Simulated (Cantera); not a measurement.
## Thermodynamics of boron, boron nitride and boron oxide, feed B2H6 + H2O + N2

Charge: 1 mol B2H6, 2.7 mol H2O, 54 mol N2, held at 2.78 Torr.

Equilibrium computed with Cantera from the NASA thermochemical tables; the gas is ideal and each condensed phase is pure. Candidate condensed phases: B, BN, B2O3, B3O3H3, H2O; 39 gas species. The feed counts by its element totals alone. N2 is the only nitrogen source here; it is nearly inert below about 1500 K, so the nitride shown seldom forms there in practice. Mutual solubility and eutectic melting of coexisting phases are not modelled. Rates play no part.

From 1202 °C to 1252 °C the condensed part is BN(s) + B2O3(l). From 1277 °C to 1352 °C the condensed part is BN(s). From 1377 °C to 1402 °C nothing is condensed. The main B-bearing gas is B2O3 throughout.

```tsv
T (°C)	x N2	x H2	x B2O3	x HBO	x HBO2	x B2O2	x BO	n BN(s)	n B2O3(l)
1202	0.899	0.0926	0.00348	0.00132	0.00332	0.000150	2.50e-5	0.238	0.524
1227	0.896	0.0916	0.00586	0.00193	0.00411	0.000304	4.82e-5	0.235	0.329
1252	0.891	0.0902	0.00969	0.00280	0.00504	0.000604	9.10e-5	0.223	0.0264
1277	0.891	0.0900	0.0100	0.00345	0.00457	0.000866	0.000145	0.188	0
1302	0.890	0.0898	0.00989	0.00417	0.00403	0.00119	0.000223	0.148	0
1327	0.890	0.0896	0.00962	0.00499	0.00354	0.00160	0.000338	0.102	0
1352	0.890	0.0892	0.00922	0.00589	0.00308	0.00212	0.000502	0.0494	0
1377	0.889	0.0889	0.00875	0.00673	0.00273	0.00263	0.000717	0	0
1402	0.889	0.0887	0.00862	0.00682	0.00285	0.00256	0.000901	0	0
```
x: gas mole fraction; n: condensed amount in mol.
